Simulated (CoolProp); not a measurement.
Vapour-liquid equilibrium of R152A (1) + R113 (2) at 36.85 °C; x and y are mole fractions of (1).

The numbers come from the multi-fluid Helmholtz-energy mixture model, Outcalt 1996 and Marx 1992; pair parameters Bell 2016 in CoolProp.

### Question
Give the bubble pressure and the first vapour's composition at x = 0.125, 0.575, 0.725. Is there an azeotrope?

### Answer
x = 0.125: 2.372 bar, y = 0.720; x = 0.575: 5.903 bar, y = 0.918; x = 0.725: 6.678 bar, y = 0.942. No azeotrope shows between x = 0.05 and 0.95.

The pair parameters rest on a limited set of measurements; away from them the model extrapolates.
